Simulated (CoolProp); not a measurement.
Aqueous ethanol as a coolant, 59 % by mass, freezing at -44.1 °C, 1 atm.

The numbers come from the Melinder's fits for secondary coolants in CoolProp.

| T (°C) | density (kg/m³) | conductivity (W/(m K)) | Prandtl number | viscosity (mPa s) |
|---|---|---|---|---|
| -3.2 | 912.1 | 0.279 | 78.0 | 6.55 |
| 1.7 | 908.2 | 0.280 | 64.4 | 5.31 |
| 6.7 | 904.1 | 0.280 | 53.6 | 4.35 |
| 11.6 | 900.2 | 0.281 | 45.2 | 3.62 |
| 16.5 | 896.2 | 0.281 | 38.5 | 3.05 |
| 21.4 | 892.2 | 0.282 | 33.0 | 2.58 |
| 26.4 | 888.0 | 0.282 | 28.3 | 2.19 |
| 31.3 | 883.9 | 0.283 | 24.4 | 1.88 |
| 36.2 | 879.8 | 0.284 | 21.1 | 1.61 |
